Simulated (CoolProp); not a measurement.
Saturated liquid density (kg/m³) of CHF3 (R23): the reference equation beside estimates from Tc = 26.1 °C, pc = 4832 kPa, ω = 0.263. Rackett uses Z = 0.29056 − 0.08775 ω.

Computed with CoolProp (reference Helmholtz-energy equation of state, Penoncello 2003).

```tsv
T (°C)	reference	Rackett	van der Waals	Redlich-Kwong	Peng-Robinson
-39.95	1269	1197	717.8	1021	1215
-34.55	1243	___	703.0	994.3	___
-29.25	1217	1147	687.8	966.8	1154
-23.85	1188	___	671.4	937.4	1120
-18.45	1158	1093	654.1	906.2	1084
-13.05	1125	1063	635.7	873.1	1044
-7.65	1090	1031	615.9	837.6	1001
-2.35	1053	996.7	594.9	800.1	___
3.05	1011	958.3	571.3	758.2	902.0
8.45	962.1	914.8	544.8	711.5	842.3
13.85	904.4	863.2	513.9	657.7	772.3
```

**Question.** Some entries are withheld; supply them.

**Answer.** 
- -34.55, Rackett: 1172
- -34.55, Peng-Robinson: 1186
- -23.85, Rackett: 1121
- -2.35, Peng-Robinson: 954.7

Absolute difference from the reference over all 11 rows, mean and median: Rackett 5.4 and 5.5 %, van der Waals 43.4 and 43.5 %, Redlich-Kwong 22.8 and 22.4 %, Peng-Robinson 8.1 and 7.2 %.
